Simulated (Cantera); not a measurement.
Cantera run, input and output.

```python
import numpy as np
import cantera as ct

surf = ct.Interface("diamond.yaml", "diamond_100")
gas, bulk = surf.adjacent["gas"], surf.adjacent["diamond"]
k = surf.kinetics_species_index(bulk.species_names[0])
cover = ["c6HH", "c6H*", "c6*H", "c6**", "c6HM", "c6B"]

rows, drift = [], 0.0
print(f"{'xH':>10s}{'um/h':>11s}" + "".join(f"{s:>11s}" for s in cover))
for v in [0.0001, 0.00025, 0.00061, 0.0015, 0.0037, 0.0091, 0.023, 0.056, 0.14]:
    T, P, xH, xCH3 = 1150, 1400, v, 3.9e-05
    gas.TPX = T, P, {"H": xH, "CH3": xCH3, "CH4": 0.013, "H2": 1 - xH - xCH3 - 0.013}
    surf.TP = bulk.TP = T, P
    surf.coverages = "c6H*:0.1, c6HH:0.9"
    surf.advance_coverages(100.0)
    before = surf.coverages
    surf.advance_coverages(100.0)
    drift = max(drift, np.max(np.abs(surf.coverages - before) / (surf.coverages + 1e-9)))
    rate = surf.net_production_rates[k] * bulk.mean_molecular_weight / bulk.density * 3.6e9
    rows.append([rate, *surf[cover].coverages])
    print(f"{v:10.4g}{rate:11.4e}" + "".join(f"{x:11.3e}" for x in rows[-1][1:]))
```

Result:

```
        xH       um/h       c6HH       c6H*       c6*H       c6**       c6HM        c6B
    0.0001 7.2448e-03  6.051e-01  2.556e-02  3.625e-01  5.458e-03  3.621e-04  1.966e-11
   0.00025 1.7225e-02  5.359e-01  2.975e-02  4.218e-01  1.107e-02  4.684e-04  4.674e-11
   0.00061 3.2665e-02  5.007e-01  3.171e-02  4.496e-01  1.669e-02  5.413e-04  8.864e-11
    0.0015 5.8482e-02  4.841e-01  3.256e-02  4.616e-01  2.068e-02  5.662e-04  1.587e-10
    0.0037 1.0630e-01  4.769e-01  3.291e-02  4.664e-01  2.282e-02  5.323e-04  2.885e-10
    0.0091 1.8797e-01  4.740e-01  3.307e-02  4.684e-01  2.380e-02  4.356e-04  5.101e-10
     0.023 2.9896e-01  4.728e-01  3.317e-02  4.693e-01  2.425e-02  2.914e-04  8.113e-10
     0.056 3.9605e-01  4.724e-01  3.330e-02  4.696e-01  2.444e-02  1.625e-04  1.075e-09
      0.14 4.6100e-01  4.722e-01  3.357e-02  4.695e-01  2.458e-02  7.649e-05  1.251e-09
```

Detailed kinetics in Cantera: the Harris–Goodwin 1993 mechanism for the reconstructed diamond (100) surface.
